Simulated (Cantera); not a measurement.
A jet of 3.21 % H2, 6.19 % O2, 90.6 % N2, equivalence ratio 0.26 at 300 K and 278 Torr hits a platinum plate 5.5 cm away at a mass flux of 0.027 kg/m²/s; the plate temperature is set and raised in steps from an oxygen-covered start.

Model: Deutschmann's 1995 Pt surface mechanism with GRI-Mech 3.0 gas chemistry, integrated in Cantera. Catalytic surfaces can have several steady states; this one follows from the mechanism file's or the stated starting coverage.

x: mole fraction at the wall; θ: surface coverage.

```json
[
 {"plate T (K)": "700", "wall x H2": "0.000669", "wall x O2": "0.0285", "wall x H2O": "0.0600", "wall x OH": "<1e-8", "θ free Pt": "0.0486", "θ O*": "0.945", "θ OH*": "0.00625"},
 {"plate T (K)": "750", "wall x H2": "0.000537", "wall x O2": "0.0285", "wall x H2O": "0.0600", "wall x OH": "<1e-8", "θ free Pt": "0.0630", "θ O*": "0.932", "θ OH*": "0.00513"},
 {"plate T (K)": "800", "wall x H2": "0.000383", "wall x O2": "0.0283", "wall x H2O": "0.0600", "wall x OH": "<1e-8", "θ free Pt": "0.0941", "θ O*": "0.901", "θ OH*": "0.00464"},
 {"plate T (K)": "850", "wall x H2": "___", "wall x O2": "0.0283", "wall x H2O": "0.0600", "wall x OH": "<1e-8", "θ free Pt": "___", "θ O*": "0.855", "θ OH*": "0.00429"},
 {"plate T (K)": "900", "wall x H2": "0.000194", "wall x O2": "0.0282", "wall x H2O": "0.0599", "wall x OH": "2.63e-8", "θ free Pt": "0.197", "θ O*": "0.799", "θ OH*": "0.00392"},
 {"plate T (K)": "950", "wall x H2": "0.000152", "wall x O2": "0.0282", "wall x H2O": "0.0597", "wall x OH": "7.16e-8", "θ free Pt": "0.260", "θ O*": "0.737", "θ OH*": "0.00352"},
 {"plate T (K)": "1000", "wall x H2": "___", "wall x O2": "0.0283", "wall x H2O": "0.0596", "wall x OH": "___", "θ free Pt": "___", "θ O*": "___", "θ OH*": "___"}
]
```

Problem. Fill in the missing entries.

Solution. 
- 850, wall x H2: 0.000263
- 850, θ free Pt: 0.140
- 1000, wall x H2: 0.000125
- 1000, wall x OH: 1.82e-7
- 1000, θ free Pt: 0.325
- 1000, θ O*: 0.672
- 1000, θ OH*: 0.00313
